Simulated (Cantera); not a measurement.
# Pyrogenic steam for wet oxidation

An isothermal, constant-pressure homogeneous reactor starts with 17.0 % H₂, 37.7 % O₂, 45.3 % N₂, at 825 K and 1.00 bar.

Cantera simulation using the H2/O2 subset of GRI-Mech 3.0, which has no nitrogen chemistry; the numbers are that mechanism's predictions, not measurements. Below about 950 K walls govern HO2 and H2O2 in real vessels. The temperature is held fixed by assumption; the heat of reaction is taken as removed at once.

```
t (s)       x H₂   x O₂      x OH       x H       x O     x H₂O    x H₂O₂
--------  ------  -----  --------  --------  --------  --------  --------
0.000800   0.170  0.377    <1e-12    <1e-12    <1e-12  2.74e-11    <1e-12
0.00192    0.170  0.377    <1e-12    <1e-12    <1e-12  6.71e-11  5.81e-12
0.00463    0.170  0.377    <1e-12    <1e-12    <1e-12  1.67e-10  3.37e-11
0.0111     0.170  0.377    <1e-12    <1e-12    <1e-12  4.32e-10  1.96e-10
0.0268     0.170  0.377    <1e-12    <1e-12    <1e-12   1.23e-9   1.15e-9
0.0644     0.170  0.377    <1e-12    <1e-12    <1e-12   4.28e-9   6.84e-9
0.155      0.170  0.377    <1e-12  2.11e-12    <1e-12   2.16e-8   4.33e-8
0.373      0.170  0.377    <1e-12  7.30e-12  2.29e-12   1.86e-7   3.29e-7
0.896      0.170  0.377  5.58e-12  3.27e-11  1.02e-11   2.65e-6   3.00e-6
2.16       0.170  0.377  3.96e-11  1.70e-10  5.30e-11   4.41e-5   2.42e-5
5.19       0.169  0.377  3.28e-10   1.17e-9  3.61e-10  0.000828  0.000206
12.5       0.154  0.372   2.32e-9   5.91e-9   1.84e-9    0.0160   0.00130
30.0      0.0829  0.347   4.35e-9   3.90e-9   1.96e-9    0.0939   0.00123
```
x: mole fraction; the columns are a selection and need not sum to one.

Equilibrium at this temperature and pressure: H₂ <1e-12, O₂ 0.320, OH 2.77e-9, H <1e-12, O <1e-12, H₂O 0.186, H₂O₂ 1.97e-11 (gas phase only).
